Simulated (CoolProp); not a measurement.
Saturation properties of R1234ze(Z).

The numbers come from the reference Helmholtz-energy equation of state, Akasaka 2019 in CoolProp.

| T (°C) | p (MPa) | enthalpy of vaporisation (kJ/kg) | liquid cp (kJ/(kg K)) |
|---|---|---|---|
| 41.15 | 0.3004 | 195.8 | 1.324 |
| 46.45 | 0.3524 | 192.1 | 1.342 |
| 51.75 | 0.4111 | 188.3 | 1.360 |
| 57.05 | 0.4769 | 184.4 | 1.380 |
| 62.25 | 0.5491 | 180.3 | 1.400 |
| 67.55 | 0.6309 | 176.0 | 1.422 |
| 72.85 | 0.7216 | 171.5 | 1.445 |
| 78.05 | 0.8198 | 166.9 | 1.470 |

It boils at 9.7 °C under 1 atm.
